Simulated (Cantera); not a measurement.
An isothermal, constant-pressure homogeneous reactor starts with 6.10 % H2, 46.9 % O2, 46.9 % N2, equivalence ratio 0.065, at 1225 K and 10.00 Torr.

Detailed kinetics in Cantera: GRI-Mech 3.0 (53 species, 325 reactions). Radical loss at walls, strong at low pressure, is not modelled. The temperature is held fixed by assumption; the heat of reaction is taken as removed at once.

One state of this run: x H2 = 0.00120; x O2 = 0.438; x NO = 9.50e-7; x H = 0.00692; x NO2 = 2.19e-11. x: mole fraction; the columns are a selection and need not sum to one.

**Question.** Which value of t (s) does it belong to?
A) 0.0137
B) 0.0324
C) 0.000189
D) 0.00247

**Answer.** B, 0.0324
